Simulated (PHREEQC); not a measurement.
Solution (20 °C): 0.0026 mol HF, 0.00027 mol NH4F, 0.089 mol (NH4)2SiF6 and 0.26 mol H3PO4 per kg of water. Closed to the air; pH follows from the charge balance.

Model: ion-association model, wateq4f.dat, run in PHREEQC.

```yaml
pH: 1.39
ionic_strength: 0.319 mol/kgw
activity_of_water: 0.990
total_alkalinity: -619 meq/kg
```

| species | molality | activity | log γ |
|---|---|---|---|
| H3PO4 | 0.206 | 0.222 | 0.032 |
| NH4+ | 0.178 | 0.131 | -0.134 |
| SiF6-2 | 0.0883 | 0.0225 | -0.594 |
| H2PO4- | 0.0541 | 0.0389 | -0.143 |
| H+ | 0.0526 | 0.0411 | -0.107 |
| HF | 0.00663 | 0.00714 | 0.032 |
| H4SiO4 | 0.000709 | 0.000763 | 0.032 |
| F- | 0.000189 | 0.000127 | -0.173 |
| H2F2 | 0.000147 | 0.000159 | 0.032 |
| HF2- | 4.95e-6 | 3.32e-6 | -0.173 |
| HPO4-2 | 2.24e-7 | 5.72e-8 | -0.594 |
| NH3 | 1.27e-9 | 1.27e-9 | 0.000 |

No solid was allowed to form. Examples of supersaturated solids here: Quartz (slow to form), Chalcedony (slow to form). Others may be too. H3PO4, which wateq4f.dat lacks, is added to it with the constant of phreeqc.dat. SiF6-2 is the database's only silicon fluoride.
